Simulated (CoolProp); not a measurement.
A single-stage vapour-compression cycle with fluoroethane (R161): evaporating at 207.15 K (dew point), condensing at 264.15 K (bubble point), superheat 10 K, subcooling 2 K, compressor efficiency 0.6, no pressure losses. Each further row changes one setting.

Computed with CoolProp (reference Helmholtz-energy equation of state, Wu 2012).

| case | cooling COP | pressure ratio | discharge temperature (K) | refrigerating effect (kJ/kg) | volumetric capacity (kJ/m³) |
|---|---|---|---|---|---|
| as stated | ___ | 14.4 | 383.4 | 355 | 212 |
| evaporating temperature 212.15 K | 2.00 | 10.7 | 370.7 | ___ | 285 |
| condensing temperature 259.15 K | ___ | 12.0 | 372.0 | 366 | 219 |
| subcooling 7 K | ___ | 14.4 | 383.4 | 366 | 219 |
| superheat 20 K | ___ | 14.4 | ___ | 366 | ___ |
| compressor efficiency 0.5 | ___ | 14.4 | 409.5 | 355 | 212 |

Problem. What belongs in the gaps?

Solution. 
- as stated, cooling COP: 1.74
- evaporating temperature 212.15 K, refrigerating effect (kJ/kg): 360
- condensing temperature 259.15 K, cooling COP: 1.95
- subcooling 7 K, cooling COP: 1.79
- superheat 20 K, cooling COP: 1.72
- superheat 20 K, discharge temperature (K): 395.7
- superheat 20 K, volumetric capacity (kJ/m³): 209
- compressor efficiency 0.5, cooling COP: 1.45
